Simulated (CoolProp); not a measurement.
n-decane along the isotherm 457.9 K: density (kg/m³) from the reference equation and from simpler models built on Tc = 617.7 K, pc = 2.101 MPa, ω = 0.488; each cubic takes its own stable root.

Values from CoolProp's reference Helmholtz-energy equation of state, Lemmon 2006. It is a short technical equation, of lower accuracy than the large ones.

| p (MPa) | phase | reference |
|---|---|---|
| 0.955 | liquid | 596.1 |
| 1.91 | liquid | 598.5 |
| 2.87 | liquid | 600.8 |
| 3.82 | liquid | 603.0 |
| 4.78 | liquid | 605.1 |
| 5.73 | liquid | 607.2 |
| 6.69 | liquid | 609.2 |
| 7.64 | liquid | 611.1 |
| 8.6 | liquid | 613.0 |
| 9.55 | liquid | 614.8 |
| 10.5 | liquid | 616.6 |

**Question.** How far does each simpler model (van der Waals, Redlich-Kwong, Soave-Redlich-Kwong) lie from the reference over these 11 states: mean and median of the absolute difference, and the worst?

**Answer.** 
- van der Waals: mean 42.7 %, median 42.3 %, worst -45.7 % at 457.9 K and 0.955 MPa
- Redlich-Kwong: mean 19.5 %, median 19.3 %, worst -22.1 % at 457.9 K and 0.955 MPa
- Soave-Redlich-Kwong: mean 14.8 %, median 14.7 %, worst -15.8 % at 457.9 K and 0.955 MPa
